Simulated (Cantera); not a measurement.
An isothermal, constant-pressure homogeneous reactor starts with C2H6 : N2 = 1 : 38 (molar parts), at 1100 K and 0.370 bar. Integrator tolerance rtol = 1e-08.

Detailed kinetics in Cantera: GRI-Mech 3.0 (53 species, 325 reactions). GRI-Mech 3.0 stops at C3 and has no aromatics, soot or wall deposition, so with more carbon than oxygen in the feed, carbon stays in small species such as C2H2 where larger ones or solid carbon would form.

What does this change do: N2 38 to 170 parts?


| quantity | before | after |
|---|---|---|
| x(C2H6) at 1.00 s | 0.000884 (gas-phase equilibrium 7.52e-6) | 0.000334 (gas-phase equilibrium 2.27e-7) |
| x(CH3) at 1.00 s | 4.89e-7 (gas-phase equilibrium 1.08e-7) | 3.72e-7 (gas-phase equilibrium 1.88e-8) |
| x(CH2) at 1.00 s | 2.08e-12 (gas-phase equilibrium <1e-12) | 6.02e-12 (gas-phase equilibrium <1e-12) |
| x(C2H2) at 1.00 s | 0.00339 (gas-phase equilibrium 0.00403) | 0.000925 (gas-phase equilibrium 0.000665) |
| x(CH4) at 1.00 s | 0.00192 (gas-phase equilibrium 0.0191) | 0.000343 (gas-phase equilibrium 0.00217) |
| x(HCN) at 1.00 s | 6.23e-12 (gas-phase equilibrium 0.0188) | 5.09e-11 (gas-phase equilibrium 0.00782) |
| x(H) at 1.00 s | 2.77e-7 (gas-phase equilibrium 5.93e-9) | 2.56e-7 (gas-phase equilibrium 3.87e-9) |
